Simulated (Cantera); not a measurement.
Input (Python, Cantera) and output of one run.

```python
import numpy as np
import cantera as ct

gas_names = [...]  # 113 gases of nasa_gas.yaml made of C, H, O, Ta
cond_names = """
    C(gr) C6H6(L) C7H8(L) C8H18(L),n-octa H2O(s) H2O(L) Ta(cr) Ta(L) TaC(s) TaC(L) Ta2O5(s) Ta2O5(L)
""".split()


# ... load() reads the species with a 1 bar reference pressure and builds the phases ...
atoms = {
    'Ta(OEt)5': {'Ta': 1, 'C': 10, 'H': 25, 'O': 5},
    'O2': {'O': 2},
    'H2': {'H': 2},
}
top_T = {'C(gr)': 4500}  # K; cautious upper limits of use, not melting points


# ... equilibrate(T, P, feed) seeds the gas with the atoms and calls Mixture.equilibrate('TP', solver="vcs", rtol=1e-11, max_steps=5000) ...
results = []
P = 130000  # Pa
for T in [2325, 2350, 2375, 2400, 2425, 2450, 2475, 2500, 2525, 2550]:
    for m in [21, 29, 40, 55, 76, 100, 140, 200]:
        feed = {'Ta(OEt)5': 1, 'O2': 0.052, 'H2': m}  # mol
        mix = equilibrate(T, P, feed)
        results.append((T, P, feed, dict(zip(mix.species_names, mix.species_moles))))

for T, P, feed, n in results:
    print(f"{T:7g} {feed['H2']:10.4g}  " + (" + ".join(c for c in cond_names if n.get(c, 0) > 1e-12) or "gas only"))
```

Output:

```
   2325         21  C(gr) + TaC(s)
   2325         29  C(gr) + TaC(s)
   2325         40  C(gr) + TaC(s)
   2325         55  C(gr) + TaC(s)
   2325         76  C(gr) + TaC(s)
   2325        100  C(gr) + TaC(s)
   2325        140  C(gr) + TaC(s)
   2325        200  C(gr) + TaC(s)
   2350         21  C(gr) + TaC(s)
   2350         29  C(gr) + TaC(s)
   2350         40  C(gr) + TaC(s)
   2350         55  C(gr) + TaC(s)
   2350         76  C(gr) + TaC(s)
   2350        100  C(gr) + TaC(s)
   2350        140  C(gr) + TaC(s)
   2350        200  C(gr) + TaC(s)
   2375         21  C(gr) + TaC(s)
   2375         29  C(gr) + TaC(s)
   2375         40  C(gr) + TaC(s)
   2375         55  C(gr) + TaC(s)
   2375         76  C(gr) + TaC(s)
   2375        100  C(gr) + TaC(s)
   2375        140  C(gr) + TaC(s)
   2375        200  C(gr) + TaC(s)
   2400         21  C(gr) + TaC(s)
   2400         29  C(gr) + TaC(s)
   2400         40  C(gr) + TaC(s)
   2400         55  C(gr) + TaC(s)
   2400         76  C(gr) + TaC(s)
   2400        100  C(gr) + TaC(s)
   2400        140  C(gr) + TaC(s)
   2400        200  C(gr) + TaC(s)
   2425         21  C(gr) + TaC(s)
   2425         29  C(gr) + TaC(s)
   2425         40  C(gr) + TaC(s)
   2425         55  C(gr) + TaC(s)
   2425         76  C(gr) + TaC(s)
   2425        100  C(gr) + TaC(s)
   2425        140  C(gr) + TaC(s)
   2425        200  C(gr) + TaC(s)
   2450         21  C(gr) + TaC(s)
   2450         29  C(gr) + TaC(s)
   2450         40  C(gr) + TaC(s)
   2450         55  C(gr) + TaC(s)
   2450         76  C(gr) + TaC(s)
   2450        100  C(gr) + TaC(s)
   2450        140  C(gr) + TaC(s)
   2450        200  C(gr) + TaC(s)
   2475         21  C(gr) + TaC(s)
   2475         29  C(gr) + TaC(s)
   2475         40  C(gr) + TaC(s)
   2475         55  C(gr) + TaC(s)
   2475         76  C(gr) + TaC(s)
   2475        100  C(gr) + TaC(s)
   2475        140  C(gr) + TaC(s)
   2475        200  TaC(s)
   2500         21  C(gr) + TaC(s)
   2500         29  C(gr) + TaC(s)
   2500         40  C(gr) + TaC(s)
   2500         55  C(gr) + TaC(s)
   2500         76  C(gr) + TaC(s)
   2500        100  C(gr) + TaC(s)
   2500        140  C(gr) + TaC(s)
   2500        200  TaC(s)
   2525         21  C(gr) + TaC(s)
   2525         29  C(gr) + TaC(s)
   2525         40  C(gr) + TaC(s)
   2525         55  C(gr) + TaC(s)
   2525         76  C(gr) + TaC(s)
   2525        100  C(gr) + TaC(s)
   2525        140  C(gr) + TaC(s)
   2525        200  TaC(s)
   2550         21  C(gr) + TaC(s)
   2550         29  C(gr) + TaC(s)
   2550         40  C(gr) + TaC(s)
   2550         55  C(gr) + TaC(s)
   2550         76  C(gr) + TaC(s)
   2550        100  C(gr) + TaC(s)
   2550        140  TaC(s)
   2550        200  TaC(s)
```

These are equilibrium values from Cantera (NASA tables, ideal gas, pure condensed phases), not measurements of a reactor. The feed counts by its element totals alone. TaC: taken at fixed stoichiometry. Condensed phases not in the tables: Ta2C.
